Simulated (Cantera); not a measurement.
An isothermal, constant-pressure homogeneous reactor starts with 0.127 % C2H6, 99.9 % N2, at 1975 K and 33.0 Torr.

Detailed kinetics in Cantera: GRI-Mech 3.0 (53 species, 325 reactions). GRI-Mech 3.0 stops at C3 and has no aromatics, soot or wall deposition, so with more carbon than oxygen in the feed, carbon stays in small species such as C2H2 where larger ones or solid carbon would form. Radical loss at walls, strong at low pressure, is not modelled.

One state of this run: x C2H6 = 2.30e-9; x H2 = 0.00230; x C2H = 2.19e-6; x C2H4 = 4.31e-6; x CH4 = 3.68e-5; x CH3 = 5.46e-5; x H = 0.000256. x: mole fraction; the columns are a selection and need not sum to one.

### Question
Which value of t (s) does it belong to?
A) 0.00503
B) 0.00142
C) 10.0
D) 2.82

### Answer
A, 0.00503
